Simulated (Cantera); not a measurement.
A closed system holds: 1 mol FeS, 1.1 mol H₂S, 0.34 mol H₂O, equilibrated at 36.0 mbar.

Method: chemical equilibrium by Gibbs-energy minimisation in Cantera with the NASA 1993 tables (ideal gas, pure condensed phases). Candidate condensed phases: Fe, FeO, Fe(OH)₂, Fe(OH)₃, FeS, FeSO₄, FeS₂, Fe₂O₃, Fe₂(SO₄)₃, Fe₃O₄, H₂O, H₂SO₄, S; 22 gas species. FeS: taken at fixed stoichiometry. Gases not in the tables: S₃ to S₇. Rates play no part.

**Question.** At 825 K, list the 5 most abundant gas species with their mole fractions, and the condensed phases.

**Answer.** H₂S 0.728, H₂O 0.234, H₂ 0.0288, S₂ 0.01000, SO₂ 1.07e-5. Condensed: FeS(s) + FeS₂(s).
